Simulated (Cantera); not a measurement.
An isothermal plug-flow reactor at 898 K and 1.01 bar (inlet), inlet velocity 4.4 m/s, active area per volume 180 1/m; feed H2 : O2 : N2 = 0.016 : 0.071 : 0.79 (molar parts).

Model: Deutschmann's 1995 Pt surface mechanism with GRI-Mech 3.0 gas chemistry, integrated in Cantera. Catalytic surfaces can have several steady states; this one follows from the mechanism file's or the stated starting coverage. Mass transfer to the wall is taken as infinitely fast.

x: gas mole fraction; θ: surface coverage.

```
z (m)        x H2    x O2    x H2O  θ free Pt   θ O*    θ OH*
-------  --------  ------  -------  ---------  -----  -------
0.00059    0.0130  0.0785  0.00534      0.341  0.656  0.00359
0.00099    0.0108  0.0775  0.00755      0.290  0.706  0.00353
0.0017    0.00820  0.0763   0.0101      0.233  0.763  0.00341
0.0028    0.00585  0.0752   0.0125      0.187  0.810  0.00325
0.0046        ___  0.0742      ___        ___  0.844  0.00310
0.0077    0.00196  0.0734   0.0164      0.130  0.867  0.00298
0.013    0.000748  0.0728   0.0177      0.117  0.880  0.00290
0.021    0.000192  0.0726   0.0182      0.112  0.885  0.00287
0.036         ___  0.0725   0.0184      0.110  0.887  0.00286
0.059     3.65e-7  0.0725   0.0184      0.110  0.887  0.00285
```

Question: Some entries are withheld; supply them.

Answer: 
- 0.0046, x H2: 0.00374
- 0.0046, x H2O: 0.0146
- 0.0046, θ free Pt: 0.153
- 0.036, x H2: 1.61e-5
